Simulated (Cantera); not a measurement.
An isothermal, constant-pressure homogeneous reactor starts with CH₄ : H₂O = 1 : 4.4 (molar parts), at 1275 K and 0.730 bar. Integrator tolerance rtol = 1e-08.

Model: GRI-Mech 3.0 (53 species, 325 reactions), integrated in Cantera.

Q: What does this change do: CH4 1 to 7.4 parts?

A: 
```csv
quantity,before,after
x(CH₄) at 10.0 s,0.171 (gas-phase equilibrium 1.11e-6),0.575 (gas-phase equilibrium 0.142)
x(H₂O) at 10.0 s,0.805 (gas-phase equilibrium 0.412),0.362 (gas-phase equilibrium 2.25e-5)
x(CH₃) at 10.0 s,6.77e-6 (gas-phase equilibrium 2.79e-11),1.14e-5 (gas-phase equilibrium 2.99e-6)
x(O₂) at 10.0 s,<1e-12 (gas-phase equilibrium <1e-12),<1e-12 (gas-phase equilibrium <1e-12)
x(CH₂CO) at 10.0 s,4.43e-6 (gas-phase equilibrium <1e-12),3.10e-6 (gas-phase equilibrium 1.06e-7)
```
GRI-Mech 3.0 stops at C3 and has no aromatics, soot or wall deposition, so with more carbon than oxygen in the feed, carbon stays in small species such as C2H2 where larger ones or solid carbon would form.
